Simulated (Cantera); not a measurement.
Feed: 1 mol C, 0.14 mol CO2, 2 mol H2, 0.018 mol O2, equilibrated at 1727 °C.

Cantera equilibrium calculation (NASA polynomials, part measured and part estimated; ideal gas, pure solids and liquids). Candidate condensed phases: C, C6H6, C7H8, C8H18, H2O; 110 gas species. The ideal-gas law is rough above about 30 bar. Rates play no part.

x: gas mole fraction; n: condensed amount in mol.

| P (Pa) | x H2 | x H | x CO | x CH4 | x H2O | x C2H2 (acetylene) | n C(graphite) |
|---|---|---|---|---|---|---|---|
| 10 | 0.733 | 0.139 | 0.127 | 2.28e-8 | ? | 0.000563 | 0.821 |
| 56 | 0.805 | 0.0617 | 0.132 | 1.54e-7 | ? | 0.000619 | 0.821 |
| 320 | 0.838 | 0.0263 | 0.135 | 9.55e-7 | ? | 0.000644 | 0.821 |
| 1800 | 0.852 | 0.0112 | 0.136 | 5.55e-6 | ? | 0.000655 | 0.821 |
| 10000 | 0.858 | 0.00476 | 0.136 | 3.13e-5 | ? | 0.000659 | 0.821 |
| 56000 | 0.861 | 0.00202 | 0.136 | 0.000176 | ? | 0.000661 | 0.821 |
| 320000 | 0.861 | 0.000843 | 0.136 | 0.00101 | ? | 0.000661 | 0.819 |
| 1800000 | 0.856 | 0.000355 | 0.137 | 0.00560 | ? | 0.000658 | 0.808 |
| 10000000 | 0.829 | 0.000148 | 0.139 | 0.0292 | ? | 0.000637 | 0.757 |

Q: Some entries are withheld; supply them.

A: 
- 10, x H2O: 1.09e-9
- 56, x H2O: 6.99e-9
- 320, x H2O: 4.23e-8
- 1800, x H2O: 2.44e-7
- 10000, x H2O: 1.37e-6
- 56000, x H2O: 7.70e-6
- 320000, x H2O: 4.41e-5
- 1800000, x H2O: 0.000247
- 10000000, x H2O: 0.00135
